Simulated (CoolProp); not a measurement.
Vapour-liquid equilibrium of carbon dioxide (1) + CH2F2 (R32) (2) at 0.914 MPa; x and y are mole fractions of (1).

Model: multi-fluid Helmholtz-energy mixture model, Span 1996 and Tillner-Roth 1997; pair parameters Bell 2016, in CoolProp.

```json
[
 {"x": "0.05", "bubble temperature (°C)": "-0.8", "y at the bubble point": "0.155", "dew temperature at overall composition x (°C)": "2.3", "liquid density (mol/L)": "20.39"},
 {"x": "0.15", "bubble temperature (°C)": "-8.8", "y at the bubble point": "0.399", "dew temperature at overall composition x (°C)": "-0.6", "liquid density (mol/L)": "21.04"},
 {"x": "0.25", "bubble temperature (°C)": "-15.6", "y at the bubble point": "0.569", "dew temperature at overall composition x (°C)": "___", "liquid density (mol/L)": "21.65"},
 {"x": "0.35", "bubble temperature (°C)": "-21.2", "y at the bubble point": "0.688", "dew temperature at overall composition x (°C)": "___", "liquid density (mol/L)": "22.21"},
 {"x": "0.45", "bubble temperature (°C)": "-25.9", "y at the bubble point": "0.774", "dew temperature at overall composition x (°C)": "-10.7", "liquid density (mol/L)": "22.74"},
 {"x": "0.55", "bubble temperature (°C)": "-29.8", "y at the bubble point": "___", "dew temperature at overall composition x (°C)": "___", "liquid density (mol/L)": "___"},
 {"x": "0.65", "bubble temperature (°C)": "-33.3", "y at the bubble point": "0.887", "dew temperature at overall composition x (°C)": "-19.3", "liquid density (mol/L)": "23.76"},
 {"x": "0.75", "bubble temperature (°C)": "-36.2", "y at the bubble point": "0.926", "dew temperature at overall composition x (°C)": "___", "liquid density (mol/L)": "24.26"},
 {"x": "0.85", "bubble temperature (°C)": "-38.9", "y at the bubble point": "0.959", "dew temperature at overall composition x (°C)": "-30.7", "liquid density (mol/L)": "24.78"},
 {"x": "0.95", "bubble temperature (°C)": "-41.4", "y at the bubble point": "0.987", "dew temperature at overall composition x (°C)": "-38.2", "liquid density (mol/L)": "25.32"}
]
```

### Question
What belongs in the gaps?

### Answer

- 0.25, dew temperature at overall composition x (°C): -3.7
- 0.35, dew temperature at overall composition x (°C): -7.1
- 0.55, y at the bubble point: 0.838
- 0.55, dew temperature at overall composition x (°C): -14.7
- 0.55, liquid density (mol/L): 23.25
- 0.75, dew temperature at overall composition x (°C): -24.5

No azeotrope shows between x = 0.05 and 0.95.

Pair parameters are fitted to limited data, so mixtures are less certain than the pure fluids.
